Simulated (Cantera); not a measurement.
A perfectly stirred reactor is fed with 24.4 % NH₃, 75.6 % N₂, at 0.0263 atm; it is held at 2048 K, and followed from long to short residence time.

Detailed kinetics in Cantera: the gas-phase N/H chemistry of the illustrative SiF4/NH3 mechanism in the Surface Chemkin manual (1991). Walls and surfaces, which speed up NH3 decomposition in real reactors, are not modelled.

x: mole fraction; the columns are a selection and need not sum to one.

| τ (s) | x NH₃ | x NH₂ | x H₂ | x N₂H₄ | x N | x NH | x N₂H₂ |
|---|---|---|---|---|---|---|---|
| 13 | 0.00982 | 8.31e-5 | 0.282 | 5.83e-11 | 1.84e-6 | 7.24e-6 | 6.80e-8 |
| 3.9 | … | … | … | 2.64e-10 | 1.98e-6 | … | … |
| 1.2 | 0.0688 | 0.000334 | 0.211 | 9.41e-10 | 2.09e-6 | 1.55e-5 | 6.85e-7 |
| 0.37 | 0.132 | 0.000548 | 0.135 | 2.53e-9 | 1.96e-6 | 1.93e-5 | 1.55e-6 |
| 0.11 | 0.193 | 0.000773 | 0.0606 | 5.05e-9 | 1.36e-6 | 1.97e-5 | 2.53e-6 |
| 0.035 | 0.226 | 0.000944 | 0.0213 | 7.52e-9 | 5.68e-7 | 1.58e-5 | 2.92e-6 |
| 0.011 | 0.239 | 0.000959 | … | 7.76e-9 | … | … | … |
| 0.0033 | 0.243 | 0.000627 | 0.000866 | 3.31e-9 | 2.06e-8 | 4.63e-6 | 8.59e-7 |
| 0.0010 | 0.244 | 0.000225 | 0.000131 | 4.26e-10 | 3.44e-9 | 9.67e-7 | 9.14e-8 |
| 0.00031 | 0.244 | 7.02e-5 | 3.53e-5 | 4.14e-11 | 2.79e-10 | 1.03e-7 | 7.00e-9 |

Task: Fill in the missing entries.

Result: 
- 3.9, x NH₃: 0.0287
- 3.9, x NH₂: 0.000177
- 3.9, x H₂: 0.259
- 3.9, x NH: 1.09e-5
- 3.9, x N₂H₂: 2.36e-7
- 0.011, x H₂: 0.00561
- 0.011, x N: 1.36e-7
- 0.011, x NH: 1.03e-5
- 0.011, x N₂H₂: 2.37e-6
